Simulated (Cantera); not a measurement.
**Transport properties of process gases**

Gas mixture: 37.8 % H₂O, 8.26 % C₂H₄, 31.3 % H₂, 22.6 % N₂, at 89.0 Pa, frozen composition.

Cantera's kinetic-theory transport with the Lennard-Jones parameters of GRI-Mech 3.0, ideal gas; thermal conductivity in the mixture-averaged form. Polar gases are described roughly by these parameters. The composition is frozen, though it would react at the higher temperatures.

| T (K) | ρ (kg/m³) | cp (J/kg/K) | μ (µPa s) | λ (mW/m/K) | Pr | D (cm²/s) N₂ | D (cm²/s) H₂ | D (cm²/s) OH |
|---|---|---|---|---|---|---|---|---|
| 400 | 0.000431 | 2057 | 16.6 | 71.8 | 0.475 | 586 | 1510 | 811 |
| 600 | 0.000287 | 2209 | 23.7 | 103 | 0.510 | 1220 | 3040 | 1650 |
| 800 | 0.000215 | 2358 | 30.2 | 134 | 0.533 | 2020 | 4960 | 2700 |
| 1000 | 0.000172 | 2500 | 36.3 | 165 | 0.549 | 2970 | 7210 | 3940 |
| 1200 | 0.000144 | 2629 | 42.0 | 197 | 0.560 | 4050 | 9790 | 5360 |
| 1400 | 0.000123 | 2742 | 47.3 | 228 | 0.569 | 5260 | 12700 | 6930 |
D: mixture-averaged diffusion coefficient of that species in the mixture.
